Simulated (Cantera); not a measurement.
A Cantera script and what it prints.

```python
import numpy as np
import cantera as ct

gas_names = """
    Fe FeO O O2 O3 S SO SO2 SO3 S2 S2O S8
""".split()
cond_names = """
    Fe(a) Fe(c) Fe(d) Fe(L) FeO(s) FeO(L) FeS(a) FeS(b) FeS(c) FeS(L) FeSO4(s) FeS2(s) Fe2O3(s)
    Fe2S3O12(s) Fe3O4(s) S(cr1) S(cr2) S(L)
""".split()


# ... load() reads the species with a 1 bar reference pressure and builds the phases ...
atoms = {
    'FeS': {'Fe': 1, 'S': 1},
    'SO3': {'S': 1, 'O': 3},
    'O2': {'O': 2},
}
top_T = {'FeSO4(s)': 950, 'FeS2(s)': 1010, 'Fe2O3(s)': 1830, 'Fe2S3O12(s)': 1100, 'Fe3O4(s)': 1870}  # K; cautious upper limits of use, not melting points


# ... equilibrate(T, P, feed) seeds the gas with the atoms and calls Mixture.equilibrate('TP', solver="vcs", rtol=1e-11, max_steps=5000) ...
results = []
feed = {'FeS': 1, 'SO3': 0.42, 'O2': 1.3}  # mol
T = 1348.15  # K
P = 101325  # Pa
mix = equilibrate(T, P, feed)
results.append((T, P, feed, dict(zip(mix.species_names, mix.species_moles))))
print(gas.report(threshold=0.001))
for i in range(1, mix.n_phases):
    print(f"{mix.phase(i).name:16s} {mix.phase_moles(i):12.5e} mol")
```

It prints:

```
       temperature   1348.2 K
          pressure   1.0132e+05 Pa
           density   0.57971 kg/m^3
  mean mol. weight   64.13 kg/kmol
   phase of matter   gas

                          1 kg             1 kmol
                     ---------------   ---------------
          enthalpy       -3.4191e+06       -2.1927e+08  J
   internal energy       -3.5939e+06       -2.3048e+08  J
           entropy            5024.5        3.2222e+05  J/K
    Gibbs function       -1.0193e+07       -6.5367e+08  J
 heat capacity c_p             863.2             55357  J/K
 heat capacity c_v            733.55             47043  J/K

                      mass frac. Y      mole frac. X     chem. pot. / RT
                     ---------------   ---------------   ---------------
                SO         0.0010019         0.0013369           -35.746
               SO2           0.93808           0.93914           -60.502
                S2          0.053884          0.053893           -21.981
               S2O         0.0070299          0.005627           -46.737
     [   +8 minor]        2.3413e-06        2.6688e-06

Fe(c)             0.00000e+00 mol
FeO(s)            0.00000e+00 mol
FeS(c)            0.00000e+00 mol
Fe2O3(s)          0.00000e+00 mol
Fe3O4(s)          3.33333e-01 mol
S(L)              0.00000e+00 mol
```

Cantera equilibrium calculation (NASA polynomials, part measured and part estimated; ideal gas, pure solids and liquids).
